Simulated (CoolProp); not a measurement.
Vapour-liquid equilibrium of sulfur hexafluoride (1) + CH2F2 (R32) (2) at 256.1 K; x and y are mole fractions of (1).

Computed with CoolProp (multi-fluid Helmholtz-energy mixture model, Guder 2009 and Tillner-Roth 1997; pair parameters Bell 2016).

| x | bubble pressure (kPa) | y at the bubble point | dew pressure at overall composition x (kPa) | liquid density (mol/L) |
|---|---|---|---|---|
| 0.05 | 661.0 | 0.316 | 477.3 | 20.38 |
| 0.2 | 932.2 | 0.536 | 567.1 | 17.84 |
| 0.35 | 993.0 | 0.579 | 693.7 | 15.83 |
| 0.5 | 1009 | 0.599 | 879.0 | 14.26 |
| 0.65 | 1013 | 0.627 | 1007 | 13.07 |
| 0.8 | 985.8 | 0.690 | 904.8 | 12.21 |
| 0.95 | 852.7 | 0.867 | 791.6 | 11.60 |

y crosses x between x = 0.5 and 0.65: the model has an azeotrope there.

The pair parameters rest on a limited set of measurements; away from them the model extrapolates. With so large a gap from Raoult's law the liquid may split in two, which this calculation doesn't test in full.
